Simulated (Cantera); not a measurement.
## Ignition delay

Mixture: 8.29 % CH4, 0.315 % C2H6, 18.2 % O2, 68.6 % N2, 4.56 % H2O, at 54000 Pa, adiabatic and at constant pressure. Ignition delay is the time to a rise of 400 K.

Detailed kinetics in Cantera: GRI-Mech 3.0 (53 species, 325 reactions).

| T0 (K) | delay (ms) |
|---|---|
| 1298 | 8.47 |
| 1373 | 3.33 |
| 1448 | 1.39 |
| 1523 | 0.637 |
| 1598 | 0.324 |
| 1673 | 0.184 |
| 1748 | 0.115 |
| 1823 | 0.0774 |

The apparent activation energy between 1673 and 1823 K is 150 kJ/mol.
